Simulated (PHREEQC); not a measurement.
A solution holds 0.014 mol/kgw NH3, 0.00013 mol/kgw NaAlO2, 0.001 mol/kgw K2CO3 and 0.00016 mol/kgw HBr, at 25 °C. Closed to the air; pH follows from the charge balance.

Model: ion-association model, phreeqc.dat, run in PHREEQC.

No solid was allowed to form.

### Question
Order these C species by the share of C that they hold, largest first: HCO3-, CO3-2, NaCO3-.

### Answer
CO3-2 (75 %), HCO3- (25 %), NaCO3- (0.14 %)

The pH is 10.72 and the ionic strength 0.00336 mol/kgw.
